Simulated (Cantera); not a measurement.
Input: 1 mol MgSO4, 0.063 mol C, 4.1 mol O2, at 0.133 bar.

These are equilibrium values from Cantera (NASA tables, ideal gas, pure condensed phases), not measurements of a reactor. Candidate condensed phases: C, Mg, MgCO3, MgO, MgS, MgSO4, S; 26 gas species. Mutual solubility and eutectic melting of coexisting phases are not modelled. Kinetics and transport are ignored.

### Question
Which condensed phases are stable at each of these points (T (°C)): 850, 1000, 1150, 1300, 1450, 1600, 1750?

### Answer
```json
[
 {"T (°C)": "850", "condensed phases": "MgO(s) + MgSO4(s)", "Mg condensed (%)": "100.0"},
 {"T (°C)": "1000", "condensed phases": "MgO(s)", "Mg condensed (%)": "100.0"},
 {"T (°C)": "1150", "condensed phases": "MgO(s)", "Mg condensed (%)": "100.0"},
 {"T (°C)": "1300", "condensed phases": "MgO(s)", "Mg condensed (%)": "100.0"},
 {"T (°C)": "1450", "condensed phases": "MgO(s)", "Mg condensed (%)": "100.0"},
 {"T (°C)": "1600", "condensed phases": "MgO(s)", "Mg condensed (%)": "100.0"},
 {"T (°C)": "1750", "condensed phases": "MgO(s)", "Mg condensed (%)": "100.0"}
]
```

At 850 °C the condensed part is MgO(s) + MgSO4(s). From 1000 °C to 1750 °C the condensed part is MgO(s).
